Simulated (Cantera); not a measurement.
Input (Python, Cantera) and output of one run.

```python
import numpy as np
import cantera as ct

gas_names = """
    CL CL2 H HCL H2 N NH NH2 NH3 N2 N2H2 N2H4 Si SiCL SiCL2 SiCL3 SiCL4 SiH SiHCL3 SiH2 SiH2CL2 SiH3
    SiH3CL SiH4 SiN Si2 Si2N Si3
""".split()
cond_names = """
    NH4CL(a) NH4CL(b) Si(cr) Si(L) Si3N4(a)
""".split()


# ... load() reads the species with a 1 bar reference pressure and builds the phases ...
atoms = {
    'SiCl4': {'Si': 1, 'CL': 4},
    'HCl': {'H': 1, 'CL': 1},
    'N2': {'N': 2},
}
top_T = {'Si3N4(a)': 2400}  # K; cautious upper limits of use, not melting points


# ... equilibrate(T, P, feed) seeds the gas with the atoms and calls Mixture.equilibrate('TP', solver="vcs", rtol=1e-11, max_steps=5000) ...
results = []
feed = {'SiCl4': 1, 'HCl': 1.2, 'N2': 3.6}  # mol
P = 13332.2  # Pa
for T in [850, 900, 950, 1000, 1050, 1100, 1150, 1200, 1250, 1300, 1350, 1400, 1450, 1500]:
    mix = equilibrate(T, P, feed)
    results.append((T, P, feed, dict(zip(mix.species_names, mix.species_moles))))
    x = sorted(zip(gas.X, gas.species_names), reverse=True)
    print(f"T = {T:g} K  P = {P:g} Pa  gas = {mix.phase_moles(0):.4g} mol")
    print("   x: " + "  ".join(f"{s} {v:.3e}" for v, s in x if v > 1e-05))
    print("   condensed (mol): " + ("  ".join(f"{mix.phase(i).name} {mix.phase_moles(i):.4g}"
          for i in range(1, mix.n_phases) if mix.phase_moles(i) > 1e-12) or "none"))
```

It prints:

```
T = 850 K  P = 13332.2 Pa  gas = 5.8 mol
   x: N2 6.207e-01  HCL 2.069e-01  SiCL4 1.724e-01
   condensed (mol): none
T = 900 K  P = 13332.2 Pa  gas = 5.8 mol
   x: N2 6.207e-01  HCL 2.069e-01  SiCL4 1.724e-01
   condensed (mol): none
T = 950 K  P = 13332.2 Pa  gas = 5.8 mol
   x: N2 6.207e-01  HCL 2.069e-01  SiCL4 1.724e-01
   condensed (mol): none
T = 1000 K  P = 13332.2 Pa  gas = 5.8 mol
   x: N2 6.207e-01  HCL 2.069e-01  SiCL4 1.724e-01
   condensed (mol): none
T = 1050 K  P = 13332.2 Pa  gas = 5.8 mol
   x: N2 6.207e-01  HCL 2.069e-01  SiCL4 1.724e-01
   condensed (mol): none
T = 1100 K  P = 13332.2 Pa  gas = 5.8 mol
   x: N2 6.207e-01  HCL 2.069e-01  SiCL4 1.724e-01
   condensed (mol): none
T = 1150 K  P = 13332.2 Pa  gas = 5.8 mol
   x: N2 6.207e-01  HCL 2.069e-01  SiCL4 1.724e-01  CL 1.505e-05  SiCL3 1.063e-05
   condensed (mol): none
T = 1200 K  P = 13332.2 Pa  gas = 5.8 mol
   x: N2 6.207e-01  HCL 2.069e-01  SiCL4 1.724e-01  CL 3.262e-05  SiCL3 2.718e-05
   condensed (mol): none
T = 1250 K  P = 13332.2 Pa  gas = 5.8 mol
   x: N2 6.206e-01  HCL 2.069e-01  SiCL4 1.723e-01  CL 6.784e-05  SiCL3 6.313e-05  H2 1.191e-05  CL2 1.008e-05
   condensed (mol): none
T = 1300 K  P = 13332.2 Pa  gas = 5.801 mol
   x: N2 6.206e-01  HCL 2.068e-01  SiCL4 1.723e-01  CL 1.357e-04  SiCL3 1.349e-04  CL2 1.596e-05  H2 1.517e-05
   condensed (mol): none
T = 1350 K  P = 13332.2 Pa  gas = 5.802 mol
   x: N2 6.205e-01  HCL 2.068e-01  SiCL4 1.721e-01  SiCL3 2.686e-04  CL 2.615e-04  CL2 2.508e-05  H2 1.850e-05
   condensed (mol): none
T = 1400 K  P = 13332.2 Pa  gas = 5.803 mol
   x: N2 6.204e-01  HCL 2.067e-01  SiCL4 1.718e-01  SiCL3 5.039e-04  CL 4.851e-04  CL2 3.883e-05  H2 2.185e-05
   condensed (mol): none
T = 1450 K  P = 13332.2 Pa  gas = 5.805 mol
   x: N2 6.201e-01  HCL 2.067e-01  SiCL4 1.713e-01  SiCL3 8.978e-04  CL 8.682e-04  CL2 5.906e-05  H2 2.521e-05  SiCL2 1.719e-05
   condensed (mol): none
T = 1500 K  P = 13332.2 Pa  gas = 5.809 mol
   x: N2 6.197e-01  HCL 2.065e-01  SiCL4 1.706e-01  SiCL3 1.528e-03  CL 1.502e-03  CL2 8.808e-05  SiCL2 4.349e-05  H2 2.857e-05
   condensed (mol): none
```

Equilibrium computed with Cantera from the NASA thermochemical tables; the gas is ideal and each condensed phase is pure. The tables' values for SiCl3 are old estimates; treat these amounts as uncertain.
